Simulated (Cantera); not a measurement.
An isothermal, constant-pressure homogeneous reactor starts with 100 % N₂O, at 1198 K and 1.01 bar.

Computed with Cantera and GRI-Mech 3.0 (53 species, 325 reactions). GRI-Mech 3.0 was tuned for natural gas; its chemistry of N2O as a main component is partial and can be far from experiment. The mechanism lacks the step 2 NO + O2 → 2 NO2, which can matter for NO2 below about 1400 K. The temperature is held fixed by assumption; the heat of reaction is taken as removed at once.

x: mole fraction; the columns are a selection and need not sum to one.

```csv
t (s),x N₂O,x NO,x NO₂,x O₂,x O,x N₂
1.00e-6,1.000,4.74e-9,<1e-12,2.04e-8,(withheld),3.04e-7
3.46e-6,1.000,4.96e-8,<1e-12,2.14e-7,(withheld),1.19e-6
1.19e-5,1.000,4.02e-7,1.15e-12,1.73e-6,(withheld),5.11e-6
4.12e-5,1.000,2.09e-6,3.08e-11,8.98e-6,1.67e-6,2.07e-5
0.000143,1.000,8.06e-6,4.59e-10,3.47e-5,1.67e-6,7.51e-5
0.000492,1.000,2.87e-5,5.78e-9,0.000123,1.67e-6,0.000263
0.00170,0.999,9.98e-5,6.80e-8,0.000430,1.67e-6,0.000912
0.00588,0.995,0.000344,7.37e-7,0.00149,1.67e-6,0.00315
0.0203,0.983,0.00118,6.43e-6,0.00509,1.66e-6,0.0108
0.0702,0.943,0.00391,3.59e-5,0.0170,1.64e-6,0.0361
0.242,0.822,0.0120,0.000129,0.0532,1.54e-6,0.113
0.838,0.543,0.0294,0.000331,0.137,(withheld),0.290
2.89,0.188,0.0466,0.000540,0.247,(withheld),0.518
10.0,0.0162,0.0492,0.000646,0.303,(withheld),0.631
```

Question: Some entries are withheld; supply them.

Answer: 
- 1.00e-6, x O: 2.61e-7
- 3.46e-6, x O: 7.41e-7
- 1.19e-5, x O: 1.45e-6
- 0.838, x O: 1.27e-6
- 2.89, x O: 6.83e-7
- 10.0, x O: 9.67e-8
